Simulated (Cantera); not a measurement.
An isothermal, constant-pressure homogeneous reactor starts with C2H6 : N2 = 1 : 70 (molar parts), at 1375 K and 750 Torr.

Computed with Cantera and GRI-Mech 3.0 (53 species, 325 reactions). GRI-Mech 3.0 stops at C3 and has no aromatics, soot or wall deposition, so with more carbon than oxygen in the feed, carbon stays in small species such as C2H2 where larger ones or solid carbon would form.

Q: Predict: x(C2H6) at 300 s; x(CH3) at 300 s; x(C2H4) at 300 s; x(H) at 300 s; x(CH4) at 300 s; x(H2) at 300 s.

A: 
```
Quantity                                             Value
----------------  ----------------------------------------
x(C2H6) at 300 s   2.08e-7 (gas-phase equilibrium 4.65e-8)
x(CH3) at 300 s    7.06e-7 (gas-phase equilibrium 3.33e-7)
x(C2H4) at 300 s  0.000342 (gas-phase equilibrium 7.27e-5)
x(H) at 300 s      5.42e-7 (gas-phase equilibrium 5.58e-7)
x(CH4) at 300 s   0.00162 (gas-phase equilibrium 0.000784)
x(H2) at 300 s       0.0247 (gas-phase equilibrium 0.0262)
```
